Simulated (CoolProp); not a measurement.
Properties of water at several states.

Computed with CoolProp (reference Helmholtz-energy equation of state, Wagner 2002).

```json
[
 {"T (K)": "342.6", "p (kPa)": "36800", "phase": "liquid", "density (kg/m³)": "993.6", "viscosity (µPa s)": "416"},
 {"T (K)": "293.2", "p (kPa)": "96.2", "phase": "liquid", "density (kg/m³)": "998.2", "viscosity (µPa s)": "1000"},
 {"T (K)": "765.1", "p (kPa)": "22900", "phase": "supercritical", "density (kg/m³)": "82.01", "viscosity (µPa s)": "30.1"},
 {"T (K)": "910.5", "p (kPa)": "87.3", "phase": "gas", "density (kg/m³)": "0.2078", "viscosity (µPa s)": "34.1"},
 {"T (K)": "761.2", "p (kPa)": "188", "phase": "gas", "density (kg/m³)": "0.5360", "viscosity (µPa s)": "28.1"}
]
```

Viscosity comes from a separate model (Huber 2009).
